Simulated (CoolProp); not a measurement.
Model: reference Helmholtz-energy equation of state, Thol 2019, in CoolProp.

Task: Give the vapour pressure (kPa), liquid density (kg/m³), enthalpy of vaporisation (kJ/kg), liquid cp (kJ/(kg K)) of saturated decamethylcyclopentasiloxane (D5) at 153.65 °C.

Result: 
```json
[
 {"T (°C)": "153.65", "p (kPa)": "20.8", "liquid density (kg/m³)": "814", "enthalpy of vaporisation (kJ/kg)": "130", "liquid cp (kJ/(kg K))": "1.89"}
]
```
